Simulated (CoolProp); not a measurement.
Properties of sulfur hexafluoride along the isotherm 346 K (Tc = 318.7 K, pc = 3.755 MPa, ω = 0.210).

The numbers come from the reference Helmholtz-energy equation of state, Guder 2009 in CoolProp.

```
p (MPa)          phase       Z  cp (kJ/(kg K))  speed of sound (m/s)  isothermal compressibility (1/MPa)  Prandtl number
-------  -------------  ------  --------------  --------------------  ----------------------------------  --------------
0.352              gas  0.9758          0.7444                 143.2                               2.912           0.775
0.704              gas  0.9509          0.7555                 140.2                               1.496           0.781
1.06               gas  0.9249          0.7685                 137.1                               1.024           0.789
1.41               gas  0.8984          0.7834                 133.9                              0.7949           0.800
1.76               gas  0.8710          0.8009                 130.6                              0.6600           0.813
2.11               gas  0.8424          0.8218                 127.1                              0.5729           0.829
2.46               gas  0.8126          0.8470                 123.6                              0.5138           0.849
2.82               gas  0.7804          0.8792                 119.8                              0.4721           0.874
3.17               gas  0.7475          0.9185                 116.0                              0.4448           0.906
3.52               gas  0.7126          0.9691                   [?]                              0.4278           0.947
3.87     supercritical  0.6756           1.036                 108.2                              0.4198            1.00
4.22     supercritical  0.6362           1.126                 104.2                              0.4198            1.08
4.58     supercritical     [?]           1.254                 100.4                              0.4276            1.20
4.93     supercritical  0.5484           1.425                 97.31                              0.4397            1.37
5.28     supercritical  0.5028           1.640                 95.44                              0.4459            1.62
5.63     supercritical     [?]           1.846                 95.87                              0.4238            1.90
```

Problem. Complete the blanks.

Solution. 
- 3.52, speed of sound (m/s): 112.1
- 4.58, Z: 0.5929
- 5.63, Z: 0.4599

Viscosity comes from a separate model (Quiñones-Cisneros 2012). Thermal conductivity comes from a separate model (Assael 2012).
